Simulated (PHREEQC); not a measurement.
Dissolve 6.9 mmol/kgw Na2SiF6 and 0.24 mmol/kgw NaH2PO4 at 20 °C. Closed to the air; pH follows from the charge balance.

Computed with PHREEQC (ion-association model, wateq4f.dat).

This is a speciation only: nothing precipitates in the calculation.

### Question
What pH, ionic strength does the model give?

### Answer
pH 3.19; ionic strength 0.0211 mol/kgw.

### Question
In which forms is P present?

### Answer
H2PO4- 93 %, H3PO4 7.3 % of the P.

The solution is supersaturated, for example in Quartz (slow to form), Chalcedony (slow to form), so a real one may precipitate; this is no full list. Complexes and solids missing from the database can't appear. H3PO4, which wateq4f.dat lacks, is added to it with the constant of phreeqc.dat. SiF6-2 is the database's only silicon fluoride.
